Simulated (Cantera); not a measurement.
Cantera run, input and output.

```python
import numpy as np
import cantera as ct

gas = ct.Solution("gri30.yaml")
gas.TPX = 1373, 1100, {'N2O': 1, 'N2': 0.0097}
reactor = ct.IdealGasConstPressureReactor(gas, energy="off", clone=False)
net = ct.ReactorNet([reactor])
net.rtol, net.atol = 1e-08, 1e-18
show = ['N2O', 'O2', 'O', 'N2', 'NO']
times = np.geomspace(3e-05, 10, 10)

steps = ct.SolutionArray(gas, extra=["t"])
rows = []
print(f"{'t/s':>10s}{'T/K':>9s}{'P/Pa':>11s}" + "".join(f"{s:>11s}" for s in show))
for t in times:
    while net.time < t:
        t_next = net.step()
        steps.append(gas.state, t=t_next)
    rows.append([np.interp(t, steps.t, y) for y in (steps.T, steps.P, *steps(*show).X.T)])
    print(f"{t:10.3e}{rows[-1][0]:9.1f}{rows[-1][1]:11.4g}" + "".join(f"{x:11.3e}" for x in rows[-1][2:]))
rate = np.gradient(steps.T, steps.t)
print("integrator steps:", len(steps.t))
if steps.T.max() > steps.T[0] + 200:
    print(f"time of steepest temperature rise: {steps.t[rate.argmax()]:.4e} s")
gas.TPX = 1373, 1100, {'N2O': 1, 'N2': 0.0097}
gas.equilibrate("TP")
print(f"equilibrium (TP): T = {gas.T:.1f} K  " + "  ".join(f"{s} {gas[s].X[0]:.3e}" for s in show))
```

Output:

```
       t/s      T/K       P/Pa        N2O         O2          O         N2         NO
 3.000e-05   1373.0       1100  9.904e-01  6.563e-08  1.678e-06  9.609e-03  2.953e-08
 1.232e-04   1373.0       1100  9.904e-01  1.001e-06  5.998e-06  9.615e-03  4.502e-07
 5.063e-04   1373.0       1100  9.903e-01  1.204e-05  1.493e-05  9.648e-03  5.415e-06
 2.080e-03   1373.0       1100  9.900e-01  8.416e-05  1.879e-05  9.812e-03  3.786e-05
 8.545e-03   1373.0       1100  9.889e-01  3.931e-04  1.882e-05  1.050e-02  1.768e-04
 3.511e-02   1373.0       1100  9.843e-01  1.657e-03  1.882e-05  1.329e-02  7.457e-04
 1.442e-01   1373.0       1100  9.656e-01  6.770e-03  1.882e-05  2.461e-02  3.046e-03
 5.925e-01   1373.0       1100  8.934e-01  2.647e-02  1.882e-05  6.822e-02  1.191e-02
 2.434e+00   1373.0       1100  6.607e-01  9.000e-02  1.880e-05  2.088e-01  4.047e-02
 1.000e+01   1373.0       1100  2.263e-01  2.087e-01  1.865e-05  4.714e-01  9.368e-02
integrator steps: 658
equilibrium (TP): T = 1373.0 K  N2O 4.471e-09  O2 3.308e-01  O 3.402e-06  N2 6.684e-01  NO 7.214e-04
```

Detailed kinetics in Cantera: GRI-Mech 3.0 (53 species, 325 reactions). GRI-Mech 3.0 was tuned for natural gas; its chemistry of N2O as a main component is partial and can be far from experiment. Radical loss at walls, strong at low pressure, is not modelled. The mechanism lacks the step 2 NO + O2 → 2 NO2, which can matter for NO2 below about 1400 K. The temperature is held fixed by assumption; the heat of reaction is taken as removed at once.
